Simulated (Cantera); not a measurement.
A diamond (100) surface in a fixed gas of H2 with x(CH4) = 0.0079, x(H) = 0.0017, at 1248 K, 9600 Pa; coverages are run to steady state.

Cantera simulation using the Harris–Goodwin 1993 mechanism for the reconstructed diamond (100) surface; the numbers are that mechanism's predictions, not measurements.

θ: site fractions in the mechanism's names (c6HH fully hydrogenated, c6H* and c6*H radical sites, c6** diradical, c6HM methylated).

```json
[
 {"x(CH3)": "1e-06", "growth (µm/h)": "0.0175", "θ c6HH": "0.428", "θ c6H*": "0.0427", "θ c6*H": "0.499", "θ c6**": "0.0302", "θ c6HM": "1.12e-5"},
 {"x(CH3)": "2.1e-06", "growth (µm/h)": "0.0367", "θ c6HH": "0.428", "θ c6H*": "0.0427", "θ c6*H": "0.499", "θ c6**": "0.0302", "θ c6HM": "2.36e-5"},
 {"x(CH3)": "4.5e-06", "growth (µm/h)": "0.0785", "θ c6HH": "0.428", "θ c6H*": "0.0427", "θ c6*H": "0.499", "θ c6**": "0.0302", "θ c6HM": "5.05e-5"},
 {"x(CH3)": "9.6e-06", "growth (µm/h)": "?", "θ c6HH": "0.428", "θ c6H*": "0.0427", "θ c6*H": "0.498", "θ c6**": "0.0302", "θ c6HM": "?"},
 {"x(CH3)": "2e-05", "growth (µm/h)": "0.349", "θ c6HH": "0.428", "θ c6H*": "0.0426", "θ c6*H": "0.498", "θ c6**": "0.0301", "θ c6HM": "0.000224"},
 {"x(CH3)": "4.3e-05", "growth (µm/h)": "0.748", "θ c6HH": "0.428", "θ c6H*": "0.0426", "θ c6*H": "0.498", "θ c6**": "0.0300", "θ c6HM": "0.000481"},
 {"x(CH3)": "9.2e-05", "growth (µm/h)": "?", "θ c6HH": "0.428", "θ c6H*": "0.0426", "θ c6*H": "0.497", "θ c6**": "0.0298", "θ c6HM": "?"},
 {"x(CH3)": "0.0002", "growth (µm/h)": "3.42", "θ c6HH": "0.427", "θ c6H*": "0.0425", "θ c6*H": "0.496", "θ c6**": "0.0294", "θ c6HM": "0.00221"},
 {"x(CH3)": "0.00041", "growth (µm/h)": "6.88", "θ c6HH": "0.425", "θ c6H*": "0.0422", "θ c6*H": "0.494", "θ c6**": "0.0286", "θ c6HM": "0.00448"}
]
```

Problem. Complete the blanks.

Solution. 
- 9.6e-06, growth (µm/h): 0.167
- 9.6e-06, θ c6HM: 0.000108
- 9.2e-05, growth (µm/h): 1.59
- 9.2e-05, θ c6HM: 0.00103
